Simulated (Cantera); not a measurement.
A Cantera script and what it prints.

```python
import numpy as np
import cantera as ct

gas_names = [...]  # 123 gases of nasa_gas.yaml made of C, H, O, Si
cond_names = """
    C(gr) C6H6(L) C7H8(L) C8H18(L),n-octa H2O(s) H2O(L) Si(cr) Si(L) SiC(b) SiO2(Lqz) SiO2(hqz) SiO2(L)
""".split()


# ... load() reads the species with a 1 bar reference pressure and builds the phases ...
atoms = {
    'SiH4': {'Si': 1, 'H': 4},
    'CO2': {'C': 1, 'O': 2},
    'H2': {'H': 2},
}
top_T = {'C(gr)': 4500, 'SiC(b)': 3050}  # K; cautious upper limits of use, not melting points


# ... equilibrate(T, P, feed) seeds the gas with the atoms and calls Mixture.equilibrate('TP', solver="vcs", rtol=1e-11, max_steps=5000) ...
results = []
feed = {'SiH4': 1, 'CO2': 0.65, 'H2': 0.11}  # mol
T = 1075  # K
for P in [5, 26, 140, 710, 3700, 19000, 100000]:
    mix = equilibrate(T, P, feed)
    results.append((T, P, feed, dict(zip(mix.species_names, mix.species_moles))))

top = {s: max(r[3][s] / sum(r[3][g] for g in gas_names) for r in results) for s in gas_names}
cols = sorted((s for s in top if top[s] > 0.0001), key=lambda s: -top[s])[:5]
seen = [c for c in cond_names if any(r[3].get(c, 0) > 1e-12 for r in results)]
print("log10 of partial pressures in bar; condensed amounts in mol")
print(f"{'P/Pa':>10s}" + "".join(f"{s[:9]:>10s}" for s in cols + seen))
for T, P, feed, n in results:
    ng = sum(n[g] for g in gas_names)
    print(f"{P:10.4g}" + "".join(f"{np.log10(max(n[s] / ng * P / 1e5, 1e-99)):10.3f}" for s in cols)
          + "".join(f"{n.get(c, 0):10.4g}" for c in seen))
```

It prints:

```
log10 of partial pressures in bar; condensed amounts in mol
      P/Pa        H2       CH4        CO     C(gr)    SiC(b) SiO2(hqz)
         5    -4.315    -9.976    -5.797    0.1955    0.3848    0.6152
        26    -3.588    -8.521    -5.797    0.2804    0.3565    0.6435
       140    -2.854    -7.055    -5.797    0.2963    0.3512    0.6488
       710    -2.149    -5.644    -5.797    0.2986    0.3502    0.6498
      3700    -1.433    -4.211    -5.797    0.2964      0.35      0.65
   1.9e+04    -0.725    -2.796    -5.797    0.2823      0.35      0.65
     1e+05    -0.018    -1.383    -5.797     0.216      0.35      0.65
```

Method: chemical equilibrium by Gibbs-energy minimisation in Cantera with the NASA 1993 tables (ideal gas, pure condensed phases). Mutual solubility and eutectic melting of coexisting phases are not modelled.
